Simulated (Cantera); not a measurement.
Cantera with NASA thermochemical tables; ideal gases at 1 bar, condensed phases pure. Values are per mole of reaction as written; species without (g) are pure solids or liquids, kept so even where they would boil at 1 bar.

### Question
Between 798 and 1548 K, where is each reaction favourable under standard conditions?
- O3(g) + Cr2N ⇌ N(g) + Cr2O3

### Answer
- O3(g) + Cr2N ⇌ N(g) + Cr2O3: ΔG° is -628 kJ at 798 K and -587 kJ at 1548 K; it stays negative (K > 1). ΔH° is -673 kJ and ΔS° -56 J/K at 1548 K.
